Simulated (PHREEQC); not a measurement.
Consider water at 85 °C with 0.0017 mol/kgw HCl, 0.23 mol/kgw NiSO4 and 3.8e-05 mol/kgw MgSO4. Closed to the air; pH follows from the charge balance.

The numbers come from PHREEQC with the ion-association model, wateq4f.dat.

This is a speciation only: nothing precipitates in the calculation.

### Question
Order these S species by the share of S that they hold, largest first: SO4-2, HSO4-, Ni(SO4)2-2, NiSO4.

### Answer
NiSO4 (55 %), SO4-2 (44 %), HSO4- (0.67 %), Ni(SO4)2-2 (0.33 %)

The pH is 3.94 and the ionic strength 0.408 mol/kgw. Complexes and solids missing from the database can't appear. At this temperature some constants are extrapolated from 25 °C, and those without enthalpy data are left unchanged.
